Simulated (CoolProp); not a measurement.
Vapour-liquid equilibrium of R134a (1) + R124 (2) at 0.0162 bar; x and y are mole fractions of (1).

The numbers come from the multi-fluid Helmholtz-energy mixture model, Tillner-Roth 1994 and de Vries 1995; pair parameters Bell 2016 in CoolProp.

Give the bubble temperature and the first vapour's composition at x = 0.05, 0.275, 0.575. Is there an azeotrope?

x = 0.05: 191.7 K, y = 0.130; x = 0.275: 188.4 K, y = 0.495; x = 0.575: 185.9 K, y = 0.745. No azeotrope shows between x = 0.05 and 0.95.

Pair parameters are fitted to limited data, so mixtures are less certain than the pure fluids.
